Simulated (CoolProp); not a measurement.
Vapour-liquid equilibrium of acetone (1) + n-decane (2) at 424.3 K; x and y are mole fractions of (1).

Model: multi-fluid Helmholtz-energy mixture model, Lemmon 2006 and Lemmon 2006; pair parameters Bell 2016, in CoolProp.

| x | bubble pressure, mixture model (kPa) | bubble pressure, Raoult's law (kPa) | y, mixture model | y, Raoult's law |
|---|---|---|---|---|
| 0.05 | 130.4 | 110.0 | 0.585 | 0.531 |
| 0.125 | 247.8 | 193.6 | 0.786 | 0.754 |
| 0.2 | 361.2 | 277.1 | 0.857 | 0.843 |
| 0.275 | 464.2 | 360.7 | 0.892 | 0.891 |
| 0.35 | 554.5 | 444.2 | 0.912 | 0.920 |
| 0.425 | 632.4 | 527.8 | 0.926 | 0.941 |
| 0.5 | 700.4 | 611.3 | 0.936 | 0.956 |
| 0.575 | 762.2 | 694.9 | 0.944 | 0.967 |
| 0.65 | 821.7 | 778.4 | 0.952 | 0.976 |
| 0.725 | 882.8 | 862.0 | 0.960 | 0.983 |
| 0.8 | 948.8 | 945.5 | 0.969 | 0.989 |
| 0.875 | 1023 | 1029 | 0.979 | 0.993 |
| 0.95 | 1106 | 1113 | 0.991 | 0.998 |

The largest gap from Raoult's law is +30.4 % in bubble pressure, at x = 0.2. No azeotrope shows between x = 0.05 and 0.95.

Pair parameters are fitted to limited data, so mixtures are less certain than the pure fluids. The gap from Raoult's law changes sign with composition, which may be real or a fault of the pair parameters; it wasn't checked against measurements.
